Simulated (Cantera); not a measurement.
# Thermodynamics of abatement and gas-phase synthesis, feed CO2 + H2O

Charge: 1 mol CO2, 0.25 mol H2O, equilibrated at 1.33 mbar.

Equilibrium computed with Cantera from the NASA thermochemical tables; the gas is ideal and each condensed phase is pure. Candidate condensed phases: C, C6H6, C7H8, C8H18, H2O; 110 gas species. Rates play no part.

From 1250 K to 1575 K nothing is condensed. The main C-bearing gas is CO2 throughout.

```csv
T (K),log p CO2,log p H2O,log p CO,log p O2,log p H2,log p OH,log p H,log p O
1250,-2.97,-3.57,-6.74,-6.99,-7.54,-8.11,-10.09,-10.65
1275,-2.97,-3.57,-6.59,-6.84,-7.41,-7.93,-9.84,-10.37
1300,-2.97,-3.57,-6.44,-6.69,-7.29,-7.77,-9.60,-10.10
1325,-2.97,-3.57,-6.30,-6.55,-7.17,-7.61,-9.37,-9.84
1350,-2.97,-3.57,-6.16,-6.42,-7.06,-7.46,-9.15,-9.58
1375,-2.97,-3.57,-6.03,-6.29,-6.94,-7.31,-8.94,-9.34
1400,-2.97,-3.57,-5.90,-6.16,-6.84,-7.17,-8.73,-9.11
1425,-2.97,-3.57,-5.78,-6.04,-6.73,-7.03,-8.53,-8.88
1450,-2.97,-3.57,-5.66,-5.93,-6.64,-6.90,-8.34,-8.66
1475,-2.97,-3.58,-5.54,-5.81,-6.54,-6.77,-8.16,-8.45
1500,-2.97,-3.58,-5.43,-5.71,-6.45,-6.65,-7.98,-8.24
1525,-2.97,-3.58,-5.32,-5.60,-6.36,-6.53,-7.80,-8.05
1550,-2.98,-3.58,-5.22,-5.50,-6.27,-6.42,-7.64,-7.86
1575,-2.98,-3.58,-5.12,-5.40,-6.18,-6.31,-7.47,-7.67
```
log p: log10 of the partial pressure in bar; nothing condenses.
